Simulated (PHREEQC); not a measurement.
Solution (34 °C): 16 mmol/kgw TMAH, 0.11 mmol/kgw Na2SiO3 and 19 mmol/kgw K2CO3. Closed to the air; pH follows from the charge balance.

Model: ion-association model, phreeqc.dat, run in PHREEQC.

No solid was allowed to form.

**Question.** Estimate the pH, ionic strength.

**Answer.** pH 11.82; ionic strength 0.0729 mol/kgw.

**Question.** In which forms is Na present?

**Answer.** Na+ 81 %, NaCO3- 19 % of the Na.

(CH3)4N+ isn't in the database: it is added as a free cation with an ion size of 4 Å.
